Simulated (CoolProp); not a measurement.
Saturation properties of acetone (Tc = 508.1 K, pc = 4.692 MPa, ω = 0.307).

Computed with CoolProp (reference Helmholtz-energy equation of state, Lemmon 2006). It is a short technical equation, of lower accuracy than the large ones.

```json
[
 {"T (K)": "298.2", "p (MPa)": "0.03079", "vapour density (kg/m³)": "0.7402", "surface tension (mN/m)": "22.7"},
 {"T (K)": "301.9", "p (MPa)": "0.03603", "vapour density (kg/m³)": "0.8578", "surface tension (mN/m)": "22.2"},
 {"T (K)": "305.6", "p (MPa)": "0.04198", "vapour density (kg/m³)": "0.9899", "surface tension (mN/m)": "21.8"},
 {"T (K)": "309.3", "p (MPa)": "0.04870", "vapour density (kg/m³)": "1.138", "surface tension (mN/m)": "21.3"},
 {"T (K)": "313", "p (MPa)": "0.05626", "vapour density (kg/m³)": "1.303", "surface tension (mN/m)": "20.9"},
 {"T (K)": "316.7", "p (MPa)": "0.06473", "vapour density (kg/m³)": "1.487", "surface tension (mN/m)": "20.4"},
 {"T (K)": "320.4", "p (MPa)": "0.07421", "vapour density (kg/m³)": "1.691", "surface tension (mN/m)": "19.9"},
 {"T (K)": "324.2", "p (MPa)": "0.08507", "vapour density (kg/m³)": "1.923", "surface tension (mN/m)": "19.5"},
 {"T (K)": "327.9", "p (MPa)": "0.09682", "vapour density (kg/m³)": "2.172", "surface tension (mN/m)": "19.0"},
 {"T (K)": "331.6", "p (MPa)": "0.1098", "vapour density (kg/m³)": "2.447", "surface tension (mN/m)": "18.6"},
 {"T (K)": "335.3", "p (MPa)": "0.1242", "vapour density (kg/m³)": "2.748", "surface tension (mN/m)": "18.1"},
 {"T (K)": "339", "p (MPa)": "0.1400", "vapour density (kg/m³)": "3.079", "surface tension (mN/m)": "17.7"},
 {"T (K)": "342.7", "p (MPa)": "0.1573", "vapour density (kg/m³)": "3.439", "surface tension (mN/m)": "17.2"},
 {"T (K)": "346.4", "p (MPa)": "0.1763", "vapour density (kg/m³)": "3.833", "surface tension (mN/m)": "16.8"},
 {"T (K)": "350.1", "p (MPa)": "0.1970", "vapour density (kg/m³)": "4.261", "surface tension (mN/m)": "16.3"}
]
```

It boils at 329.2 K under 1 atm.

Surface tension comes from a separate correlation (Mulero 2012).
